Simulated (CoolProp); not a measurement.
A single-stage vapour-compression cycle with the fluid: evaporating at 319.15 K (dew point), condensing at 368.15 K (bubble point), superheat 10 K, subcooling 2 K, compressor efficiency 0.9, no pressure losses. The same conditions are run with several fluids, on thermodynamics alone (safety and materials aside).

Values from CoolProp's reference Helmholtz-energy equation of state of each fluid (R1224YDZ: Akasaka 2023; R141b: Lemmon 2006; c-C4F8 (RC318): Platzer 1990; ammonia: Gao 2020; methanol: de Reuck 1993; chlorine: Thol 2021). The equations of Platzer and Polt are older, rougher fits.

| fluid | cooling COP | pressure ratio | discharge temperature (K) | refrigerating effect (kJ/kg) | volumetric capacity (kJ/m³) |
|---|---|---|---|---|---|
| R1224YDZ | 4.42 | 3.54 | 369.9 | 103 | 1790 |
| R141b | 4.93 | 3.75 | 377.9 | 166 | 1200 |
| c-C4F8 (RC318) | 3.17 | 3.18 | 368.1 | 43.4 | 2140 |
| ammonia | 4.40 | 3.10 | 431.6 | 850 | 11400 |
| methanol | 5.09 | 6.46 | 454.8 | 1030 | 575 |
| chlorine | 4.48 | 2.70 | 428.8 | 185 | 7290 |

The compression ends wet for: c-C4F8 (RC318).
